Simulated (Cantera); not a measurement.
Mixture: 35.3 % H2, 13.6 % O2, 51.1 % N2, at 2.30 bar, adiabatic and at constant volume. Ignition delay is the time to a rise of 400 K.

Computed with Cantera and the H2/O2 subset of GRI-Mech 3.0, which has no nitrogen chemistry. The hydrogen kinetics of GRI-Mech 3.0 are dated; newer H2 mechanisms differ, most at raised pressure. Below about 950 K walls govern HO2 and H2O2 in real vessels.

Task: Predict: delay at 875 K; delay at 950 K; delay at 1025 K; delay at 1100 K; delay at 1175 K; delay at 1250 K; apparent activation energy between 1100 and 1250 K.

Result: 
```
Quantity                                                 Value
--------------------------------------------------  ----------
delay at 875 K                                         0.452 s
delay at 950 K                                         40.9 ms
delay at 1025 K                                        1.79 ms
delay at 1100 K                                        62.0 µs
delay at 1175 K                                        27.0 µs
delay at 1250 K                                        16.3 µs
apparent activation energy between 1100 and 1250 K  100 kJ/mol
```
